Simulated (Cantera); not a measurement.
Input: 1 mol Fe₃O₄, 2.2 mol CH₄, 0.86 mol N₂, 5.5 mol C, held at 10.0 Torr.

These are equilibrium values from Cantera (NASA tables, ideal gas, pure condensed phases), not measurements of a reactor. Candidate condensed phases: C, C₆H₆, C₇H₈, C₈H₁₈, Fe, Fe(CO)₅, FeO, Fe(OH)₂, Fe(OH)₃, Fe₂O₃, Fe₃O₄, H₂O; 140 gas species. Iron dissolves carbon and melts from about 1420 K in contact with it, which pure phases cannot show. Condensed phases not in the tables: cementite and carbon dissolved in iron. Rates play no part.

Q: What share of the Fe ends up in condensed phases as a function of T (K), at 1623, 1673, 1723, 1773, 1823, 1873, 1923, 1973, 2023, 2073, 2123, 2173, 2223?

A: 
| T (K) | Fe condensed (%) | as |
|---|---|---|
| 1623 | 100.0 | Fe(γ) |
| 1673 | 99.9 | Fe(δ) |
| 1723 | 99.8 | Fe(δ) |
| 1773 | 99.5 | Fe(δ) |
| 1823 | 99.1 | Fe(l) |
| 1873 | 98.2 | Fe(l) |
| 1923 | 96.5 | Fe(l) |
| 1973 | 93.6 | Fe(l) |
| 2023 | 88.6 | Fe(l) |
| 2073 | 80.1 | Fe(l) |
| 2123 | 65.3 | Fe(l) |
| 2173 | 39.4 | Fe(l) |
| 2223 | 0.0 | - |
